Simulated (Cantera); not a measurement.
Gas mixture: H₂O : N₂O = 0.12 : 0.7 (molar parts), at 7.60 bar, frozen composition.

Cantera's kinetic-theory transport with the Lennard-Jones parameters of GRI-Mech 3.0, ideal gas; thermal conductivity in the multicomponent form. Polar gases are described roughly by these parameters.

D: mixture-averaged diffusion coefficient of that species in the mixture.

```json
[
 {"T (K)": "400", "ρ (kg/m³)": "9.19", "cp (J/kg/K)": "1031", "μ (µPa s)": "19.0", "λ (mW/m/K)": "27.3", "Pr": "0.716", "D (cm²/s) CH₄": "0.0404", "D (cm²/s) O": "0.0590", "D (cm²/s) H₂": "0.149"},
 {"T (K)": "500", "ρ (kg/m³)": "7.35", "cp (J/kg/K)": "1102", "μ (µPa s)": "23.1", "λ (mW/m/K)": "35.6", "Pr": "0.716", "D (cm²/s) CH₄": "0.0605", "D (cm²/s) O": "0.0875", "D (cm²/s) H₂": "0.219"},
 {"T (K)": "600", "ρ (kg/m³)": "6.13", "cp (J/kg/K)": "1161", "μ (µPa s)": "26.9", "λ (mW/m/K)": "43.7", "Pr": "0.716", "D (cm²/s) CH₄": "0.0837", "D (cm²/s) O": "0.120", "D (cm²/s) H₂": "0.299"},
 {"T (K)": "700", "ρ (kg/m³)": "5.25", "cp (J/kg/K)": "1211", "μ (µPa s)": "30.4", "λ (mW/m/K)": "51.6", "Pr": "0.715", "D (cm²/s) CH₄": "0.110", "D (cm²/s) O": "0.156", "D (cm²/s) H₂": "0.388"},
 {"T (K)": "800", "ρ (kg/m³)": "4.59", "cp (J/kg/K)": "1254", "μ (µPa s)": "?", "λ (mW/m/K)": "?", "Pr": "0.714", "D (cm²/s) CH₄": "?", "D (cm²/s) O": "?", "D (cm²/s) H₂": "?"},
 {"T (K)": "900", "ρ (kg/m³)": "4.08", "cp (J/kg/K)": "1292", "μ (µPa s)": "36.9", "λ (mW/m/K)": "66.9", "Pr": "0.713", "D (cm²/s) CH₄": "0.169", "D (cm²/s) O": "0.240", "D (cm²/s) H₂": "0.592"},
 {"T (K)": "1000", "ρ (kg/m³)": "3.68", "cp (J/kg/K)": "1323", "μ (µPa s)": "?", "λ (mW/m/K)": "?", "Pr": "0.712", "D (cm²/s) CH₄": "?", "D (cm²/s) O": "?", "D (cm²/s) H₂": "?"}
]
```

Problem. Fill in the missing entries.

Solution. 
- 800, μ (µPa s): 33.8
- 800, λ (mW/m/K): 59.3
- 800, D (cm²/s) CH₄: 0.138
- 800, D (cm²/s) O: 0.196
- 800, D (cm²/s) H₂: 0.486
- 1000, μ (µPa s): 39.9
- 1000, λ (mW/m/K): 74.1
- 1000, D (cm²/s) CH₄: 0.203
- 1000, D (cm²/s) O: 0.286
- 1000, D (cm²/s) H₂: 0.705
